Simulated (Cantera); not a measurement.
Low-pressure radical oxidation in H2/O2

A perfectly stirred reactor is fed with H2 : O2 = 0.015 : 1 (molar parts), equivalence ratio 0.0075, at 0.00130 bar; it is held at 1250 K, and followed from long to short residence time.

Computed with Cantera and GRI-Mech 3.0 (53 species, 325 reactions). Radical loss at walls, strong at low pressure, is not modelled.

```
τ (s)       x H2   x O2      x OH    x HO2       x H   x H2O2      x O
------  --------  -----  --------  -------  --------  -------  -------
20       5.57e-5  0.978  0.000986  7.88e-8  0.000318  2.34e-9  0.00652
8.8      7.72e-5  0.976   0.00113  8.94e-8  0.000482  2.46e-9  0.00859
4.0     0.000103  0.974   0.00124  9.71e-8  0.000632  2.56e-9   0.0102
1.8     0.000142  0.973   0.00133  1.03e-7  0.000751  2.68e-9   0.0113
0.81    0.000214  0.972   0.00142  1.08e-7  0.000842  2.89e-9   0.0118
0.37    0.000357  0.972   0.00155  1.15e-7  0.000927  3.29e-9   0.0119
0.17    0.000649  0.972   0.00174  1.24e-7   0.00103  4.01e-9   0.0115
0.075    0.00127  0.973   0.00204  1.36e-7   0.00114  5.24e-9   0.0107
0.034    0.00246  0.974   0.00235  1.46e-7   0.00120  6.77e-9  0.00930
0.015    0.00480  0.976   0.00251  1.50e-7   0.00109  7.85e-9  0.00708
0.0069   0.00878  0.980   0.00201  1.35e-7  0.000665  6.05e-9  0.00399
```
x: mole fraction; the columns are a selection and need not sum to one.
